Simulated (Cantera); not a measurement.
An isothermal, constant-pressure homogeneous reactor starts with CO : O2 : H2O : N2 = 0.0087 : 0.014 : 0.00083 : 1 (molar parts), equivalence ratio 0.31, at 1075 K and 7500 Torr.

Cantera simulation using GRI-Mech 3.0 (53 species, 325 reactions); the numbers are that mechanism's predictions, not measurements.

x: mole fraction; the columns are a selection and need not sum to one.

| t (s) | x CO | x O2 | x H2O | x H2 | x CO2 | x NO |
|---|---|---|---|---|---|---|
| 2.00e-5 | 0.00850 | 0.0137 | 0.000811 | <1e-12 | 1.31e-10 | <1e-12 |
| 6.11e-5 | 0.00850 | 0.0137 | 0.000811 | <1e-12 | 4.37e-10 | <1e-12 |
| 0.000186 | 0.00850 | 0.0137 | 0.000811 | <1e-12 | 1.64e-9 | <1e-12 |
| 0.000569 | 0.00850 | 0.0137 | 0.000811 | <1e-12 | 6.87e-9 | <1e-12 |
| 0.00174 | 0.00850 | 0.0137 | 0.000811 | 4.71e-12 | 3.15e-8 | <1e-12 |
| 0.00530 | 0.00850 | 0.0137 | 0.000811 | 4.48e-11 | 1.88e-7 | <1e-12 |
| 0.0162 | 0.00850 | 0.0137 | 0.000811 | 6.48e-10 | 1.89e-6 | <1e-12 |
| 0.0494 | 0.00845 | 0.0137 | 0.000811 | 4.26e-8 | 4.76e-5 | <1e-12 |
| 0.151 | 0.00797 | 0.0134 | 0.000810 | 8.16e-7 | 0.000535 | 1.14e-11 |
| 0.461 | 0.00652 | 0.0127 | 0.000809 | 1.87e-6 | 0.00199 | 1.33e-10 |
| 1.41 | 0.00359 | 0.0112 | 0.000811 | 1.47e-6 | 0.00493 | 8.70e-10 |
| 4.29 | 0.000830 | 0.00988 | 0.000813 | 3.54e-7 | 0.00770 | [?] |
| 13.1 | 5.15e-5 | 0.00949 | 0.000814 | 1.98e-8 | 0.00848 | [?] |
| 40.0 | 6.69e-8 | 0.00947 | 0.000814 | 3.12e-11 | 0.00854 | [?] |

Q: Some entries are withheld; supply them.

A: 
- 4.29, x NO: 2.29e-9
- 13.1, x NO: 2.78e-9
- 40.0, x NO: 2.93e-8
